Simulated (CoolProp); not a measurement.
Saturation properties of tetrahydrofuran (Tc = 267.0 °C, pc = 5.304 MPa, ω = 0.234).

Computed with CoolProp (reference Helmholtz-energy equation of state, Fiedler 2023).

```
T (°C)  p (MPa)  liquid density (kg/m³)  vapour density (kg/m³)  enthalpy of vaporisation (kJ/kg)  liquid cp (kJ/(kg K))
------  -------  ----------------------  ----------------------  --------------------------------  ---------------------
61.85   0.08862                   840.5                   2.354                             419.4                  1.867
70.15    0.1160                   830.8                   3.024                             413.2                  1.902
78.55    0.1500                   820.9                   3.843                             406.8                  1.938
86.85    0.1908                   811.0                   4.813                             400.3                  1.974
95.15    0.2397                   800.9                   5.961                             393.6                  2.011
103.45   0.2977                   790.6                   7.311                             386.7                  2.049
111.75   0.3658                   780.1                   8.887                             379.6                  2.087
120.05   0.4452                   769.4                   10.72                             372.2                  2.127
128.35   0.5370                   758.5                   12.83                             364.6                  2.168
136.65   0.6423                   747.3                   15.26                             356.6                  2.211
144.95   0.7624                   735.7                   18.04                             348.2                  2.255
153.25   0.8985                   723.9                   21.23                             339.5                  2.302
161.55    1.052                   711.6                   24.86                             330.3                  2.351
```

It boils at 65.9 °C under 1 atm.
